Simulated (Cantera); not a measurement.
A closed system holds: 1 mol SiC, 0.0015 mol H₂O, 33 mol H₂, held at 1.00 bar.

These are equilibrium values from Cantera (NASA tables, ideal gas, pure condensed phases), not measurements of a reactor. Candidate condensed phases: C, C₆H₆, C₇H₈, C₈H₁₈, H₂O, Si, SiC, SiO₂; 123 gas species. Mutual solubility and eutectic melting of coexisting phases are not modelled. The tables hold silica as quartz up to 1696 K and as liquid above; real silica turns to tridymite and cristobalite and melts near 1996 K. Gases not in the tables: Si₂H₆ and higher silanes. The numbers say what is thermodynamically allowed, not how fast it happens.

log p: log10 of the partial pressure in bar; n: condensed amount in mol.

| T (°C) | log p H₂ | log p H | log p SiH₂ | log p Si | log p C₂H₂ (acetylene) | log p CH₄ | n SiC(s) | n SiO₂(β-quartz) |
|---|---|---|---|---|---|---|---|---|
| 975 | 0.00 | -6.33 | -7.52 | -11.11 | -11.92 | -4.60 | 0.999 | 0.000714 |
| 1075 | 0.00 | (withheld) | (withheld) | (withheld) | (withheld) | (withheld) | 0.999 | (withheld) |
| 1175 | 0.00 | -5.04 | -6.42 | -8.83 | -9.20 | -4.41 | 0.999 | 0 |
| 1275 | 0.00 | -4.51 | -5.87 | -7.81 | -8.31 | -4.44 | 0.999 | 0 |
| 1375 | 0.00 | -4.05 | -5.40 | -6.92 | -7.51 | -4.46 | 0.999 | 0 |
| 1475 | 0.00 | -3.64 | -5.00 | -6.15 | -6.77 | -4.45 | 0.998 | 0 |
| 1575 | 0.00 | -3.28 | -4.68 | -5.50 | -6.05 | -4.41 | 0.998 | 0 |
| 1675 | 0.00 | (withheld) | (withheld) | (withheld) | (withheld) | (withheld) | 0.997 | 0 |
| 1775 | 0.00 | -2.65 | -4.21 | -4.47 | -4.65 | -4.26 | 0.996 | 0 |
| 1875 | 0.00 | -2.38 | -3.99 | -4.01 | -4.09 | -4.22 | 0.991 | 0 |

Question: What belongs in the gaps?

Answer: 
- 1075, log p H: -5.64
- 1075, log p SiH₂: -6.93
- 1075, log p Si: -9.89
- 1075, log p C₂H₂ (acetylene): -10.44
- 1075, log p CH₄: -4.50
- 1075, n SiO₂(β-quartz): 0.000407
- 1675, log p H: -2.95
- 1675, log p SiH₂: -4.43
- 1675, log p Si: -4.95
- 1675, log p C₂H₂ (acetylene): -5.32
- 1675, log p CH₄: -4.34
